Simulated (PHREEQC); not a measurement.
HCl is added in steps, without added water, to 1 kg of water holding 0.00046 mol Ag2SO4 and 0.09 mol CuSO4, at 58 °C. O2 is buffered at 0.21 atm. The system is closed to CO2. No solid was allowed to form.

Base run: PHREEQC, ion-association model, wateq4f.dat. Each further column changes one thing. The table gives pH.

| HCl added (mol) | base | Davies equation for every ion | Debye-Hückel limiting law | metal-ligand complexes left out | all activity coefficients set to 1 |
|---|---|---|---|---|---|
| 0 | 4.21 | 4.24 | 4.27 | 4.12 | 4.33 |
| 0.002625 | 3.28 | 3.30 | 3.19 | 3.45 | 3.24 |
| 0.004875 | 3.01 | 3.03 | 2.92 | 3.18 | 2.95 |
| 0.0075 | 2.81 | 2.83 | 2.73 | 2.98 | 2.75 |
| 0.01013 | 2.67 | 2.69 | 2.60 | 2.84 | 2.60 |
| 0.01238 | 2.58 | 2.60 | 2.51 | 2.75 | 2.50 |
| 0.015 | 2.49 | 2.51 | 2.42 | 2.66 | 2.40 |

In at least one series the solution becomes supersaturated in solids that the run did not let form, among them Brochantite, Antlerite, Cerargyrite. Away from 25 °C the constants follow the database's enthalpies or fits; those with neither stay at their 25 °C values.
